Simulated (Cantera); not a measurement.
# Metals in furnace atmospheres: Ti + CO + H2

Feed: 1 mol Ti, 0.64 mol CO, 25 mol H2, at 1825 K and 1.33 mbar.

These are equilibrium values from Cantera (NASA tables, ideal gas, pure condensed phases), not measurements of a reactor. Candidate condensed phases: C, C6H6, C7H8, C8H18, H2O, Ti, TiC, TiO, TiO2, Ti2O3, Ti3O5, Ti4O7; 113 gas species. Mutual solubility and eutectic melting of coexisting phases are not modelled. TiC, TiO: taken at fixed stoichiometry. Condensed phases not in the tables: solid solutions among these carbides, nitrides and lower oxides. Kinetics and transport are ignored.

```
Property                                Result
-----------------------------------  ---------
x(H2)                                    0.982
x(H)                                    0.0120
x(CO)                                  0.00555
x(Ti)                                  3.54e-5
x(TiO)                                 2.15e-5
x(H2O)                                 4.67e-6
n(TiC(s))                            0.500 mol
n(TiO(s))                            0.499 mol
gas amount                           25.29 mol
log10 activity of Ti(β) (absent)         -1.20
log10 activity of Ti2O3(s) (absent)      -1.35
log10 activity of Ti3O5(s) (absent)      -3.31
```
